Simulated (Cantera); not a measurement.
What does this Cantera script print?

```python
import numpy as np
import cantera as ct

gas_names = """
    O2 B2O2 H2 H2O AL2O
""".split()
cond_names = """
    Ta(cr) Ta(L) Ta2O5(s) Ta2O5(L) Ti(a) Ti(b) Ti(L) Ti2O3(a) Ti2O3(b) Ti2O3(L) V(cr) V(L) V2O5(s)
    V2O5(L) B(b) B(L) Ti4O7(s) Ti4O7(L) AL(cr) AL(L)
""".split()


# ... load() reads the species with a 1 bar reference pressure and builds the phases ...
species = {s.name: s for s in load("nasa_gas.yaml", gas_names) + load("nasa_condensed.yaml", cond_names)}
# Each term lists the table entries of one substance; the one whose range holds T is used.
reactions = {
    '0.8 Ta + O2(g) = 0.4 Ta2O5':
        [(-0.8, ['Ta(cr)', 'Ta(L)']), (-1, ['O2']), (0.4, ['Ta2O5(s)', 'Ta2O5(L)'])],
    '1.333 Ti + O2(g) = 0.6667 Ti2O3':
        [(-1.3333333333333333, ['Ti(a)', 'Ti(b)', 'Ti(L)']), (-1, ['O2']), (0.6666666666666666, ['Ti2O3(a)', 'Ti2O3(b)', 'Ti2O3(L)'])],
    '0.8 V + O2(g) = 0.4 V2O5':
        [(-0.8, ['V(cr)', 'V(L)']), (-1, ['O2']), (0.4, ['V2O5(s)', 'V2O5(L)'])],
    '2 B + O2(g) = B2O2(g)':
        [(-2, ['B(b)', 'B(L)']), (-1, ['O2']), (1, ['B2O2'])],
    '1.143 Ti + O2(g) = 0.2857 Ti4O7':
        [(-1.1428571428571428, ['Ti(a)', 'Ti(b)', 'Ti(L)']), (-1, ['O2']), (0.2857142857142857, ['Ti4O7(s)', 'Ti4O7(L)'])],
    '2 H2(g) + O2(g) = 2 H2O(g)':
        [(-2, ['H2']), (-1, ['O2']), (2, ['H2O'])],
    '4 Al + O2(g) = 2 Al2O(g)':
        [(-4, ['AL(cr)', 'AL(L)']), (-1, ['O2']), (2, ['AL2O'])],
}


def pick(names, T):
    return next(species[n] for n in names if species[n].thermo.min_temp <= T <= species[n].thermo.max_temp)


results = []
for label, terms in reactions.items():
    print(label)
    print("     T/K   dH/kJ  dS/(J/K)   dG/kJ   log10 K")
    for T in [2423, 2448, 2473, 2498, 2523]:
        used = [(nu, pick(names, T)) for nu, names in terms]
        dH = sum(nu * s.thermo.h(T) for nu, s in used) / 1e6
        dS = sum(nu * s.thermo.s(T) for nu, s in used) / 1e3
        dG = dH - T * dS / 1e3
        logK = -dG * 1e6 / (ct.gas_constant * T * np.log(10))
        results.append((label, T, dH, dS, dG, logK, [s.name for _, s in used]))
        print(f"{T:8g} {dH:8.1f} {dS:8.1f} {dG:8.1f} {logK:8.2f}")
```

It prints:

```
0.8 Ta + O2(g) = 0.4 Ta2O5
     T/K   dH/kJ  dS/(J/K)   dG/kJ   log10 K
    2423   -732.3   -127.1   -424.3     9.15
    2448   -731.6   -126.8   -421.1     8.99
    2473   -730.8   -126.5   -418.0     8.83
    2498   -730.0   -126.2   -414.8     8.67
    2523   -729.2   -125.9   -411.7     8.52
1.333 Ti + O2(g) = 0.6667 Ti2O3
     T/K   dH/kJ  dS/(J/K)   dG/kJ   log10 K
    2423   -936.7   -141.2   -594.6    12.82
    2448   -936.6   -141.2   -591.1    12.61
    2473   -936.5   -141.1   -587.6    12.41
    2498   -936.5   -141.1   -584.0    12.21
    2523   -936.4   -141.1   -580.5    12.02
0.8 V + O2(g) = 0.4 V2O5
     T/K   dH/kJ  dS/(J/K)   dG/kJ   log10 K
    2423   -591.0   -134.0   -266.4     5.74
    2448   -591.0   -134.0   -263.0     5.61
    2473   -591.0   -134.0   -259.7     5.48
    2498   -591.0   -134.0   -256.3     5.36
    2523   -591.0   -134.0   -253.0     5.24
2 B + O2(g) = B2O2(g)
     T/K   dH/kJ  dS/(J/K)   dG/kJ   log10 K
    2423   -574.2    -28.4   -505.4    10.89
    2448   -574.6    -28.6   -504.6    10.77
    2473   -575.0    -28.7   -503.9    10.64
    2498   -575.4    -28.9   -503.2    10.52
    2523   -575.9    -29.1   -502.5    10.40
1.143 Ti + O2(g) = 0.2857 Ti4O7
     T/K   dH/kJ  dS/(J/K)   dG/kJ   log10 K
    2423   -903.6   -139.2   -566.4    12.21
    2448   -903.3   -139.1   -562.9    12.01
    2473   -903.0   -138.9   -559.4    11.82
    2498   -902.7   -138.8   -556.0    11.63
    2523   -902.4   -138.7   -552.5    11.44
2 H2(g) + O2(g) = 2 H2O(g)
     T/K   dH/kJ  dS/(J/K)   dG/kJ   log10 K
    2423   -503.5   -116.2   -222.0     4.79
    2448   -503.5   -116.2   -219.1     4.67
    2473   -503.6   -116.2   -216.2     4.57
    2498   -503.6   -116.2   -213.3     4.46
    2523   -503.6   -116.2   -210.4     4.36
4 Al + O2(g) = 2 Al2O(g)
     T/K   dH/kJ  dS/(J/K)   dG/kJ   log10 K
    2423   -413.4     69.0   -580.7    12.52
    2448   -414.5     68.6   -582.4    12.43
    2473   -415.5     68.2   -584.1    12.34
    2498   -416.5     67.8   -585.8    12.25
    2523   -417.6     67.4   -587.5    12.16
```

Standard-state values (1 bar) from the NASA 1993 polynomials, evaluated with Cantera. Condensed species are held in their standard states even where they would react or evaporate.
